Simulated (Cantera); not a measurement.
An isothermal, constant-pressure homogeneous reactor starts with NH₃ : N₂ = 3.3 : 0.11 (molar parts), at 1950 K and 1.80 bar.

Model: the gas-phase N/H chemistry of the illustrative SiF4/NH3 mechanism in the Surface Chemkin manual (1991), integrated in Cantera. Walls and surfaces, which speed up NH3 decomposition in real reactors, are not modelled.

x: mole fraction; the columns are a selection and need not sum to one.

```
t (s)        x NH₃     x NH₂    x N₂H₂      x N       x H
--------  --------  --------  --------  -------  --------
0.000700     0.940   0.00103   6.50e-6        …   8.53e-6
0.00219      0.884  0.000944   5.73e-6        …   2.42e-5
0.00684      0.739  0.000798   4.12e-6        …   6.61e-5
0.0214       0.462  0.000564   1.95e-6  3.72e-7  0.000165
0.0669       0.164  0.000268   4.51e-7  3.66e-7  0.000350
0.209       0.0283   6.73e-5   3.40e-8        …  0.000596
0.654      0.00463   1.29e-5   1.39e-9        …  0.000718
2.05       0.00113   3.24e-6  8.88e-11        …  0.000736
6.40      0.000333   9.54e-7  8.39e-12        …  0.000738
20.0      0.000104   2.98e-7  1.49e-12        …  0.000738
```

### Question
What belongs in the gaps?

### Answer

- 0.000700, x N: 6.20e-8
- 0.00219, x N: 1.57e-7
- 0.00684, x N: 2.86e-7
- 0.209, x N: 2.06e-7
- 0.654, x N: 5.55e-8
- 2.05, x N: 1.45e-8
- 6.40, x N: 4.29e-9
- 20.0, x N: 1.34e-9
